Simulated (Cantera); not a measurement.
# Reactions in the system H-I-N

Standard-state values (1 bar) from the NASA 1993 polynomials, evaluated with Cantera. Values are per mole of reaction as written; species without (g) are pure solids or liquids, kept so even where they would boil at 1 bar.

6 HI(g) + N₂(g) ⇌ 3 I₂ + 2 NH₃(g)

| T (K) | ΔH° (kJ) | ΔS° (J/K) | ΔG° (kJ) | log10 K | condensed phases |
|---|---|---|---|---|---|
| 373 | -247.1 | -688.5 | 9.7 | -1.36 | I₂(s) |
| 423 | -195.3 | -555.1 | 39.5 | -4.87 | I₂(l) |
| 473 | -189.7 | -542.5 | 66.9 | -7.39 | I₂(l) |
| 523 | -184.0 | -531.0 | 93.7 | -9.36 | I₂(l) |
| 573 | -178.2 | -520.4 | 120.0 | -10.94 | I₂(l) |
